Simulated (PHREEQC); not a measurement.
## Metal-bearing waste water

Solution (25 °C): 0.17 mol/kgw CdCl2, 0.14 mol/kgw CuCl2, 0.081 mol/kgw H2SO4 and 0.00016 mol/kgw NaCl. Closed to the air; pH follows from the charge balance.

Equilibrium calculation in PHREEQC: ion-association model, phreeqc.dat.

Precipitation was switched off in this run.

Q: What pH does the model give?

A: pH 1.04.

Q: In which forms is Na present?

A: Na+ 98 %, NaSO4- 1.9 % of the Na.
